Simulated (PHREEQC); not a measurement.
Consider water at 25 °C with 160 mmol/kgw SrCl2. Closed to the air; pH follows from the charge balance.

Computed with PHREEQC (ion-association model, phreeqc.dat).

```csv
quantity,before,after
pH,6.92,6.99
SrOH+ (mol/kgw),2.57e-8,6.52e-10
```

Problem. What was changed between the two runs?
A) 0.081 mol/kgw TMAH added
B) diluted 100-fold with water
C) temperature from 25 to 35 °C
D) SrCl2 from 0.16 to 0.8 mol/kgw
E) temperature from 25 to 55 °C

Solution. B, diluted 100-fold with water

Precipitation was switched off in this run.
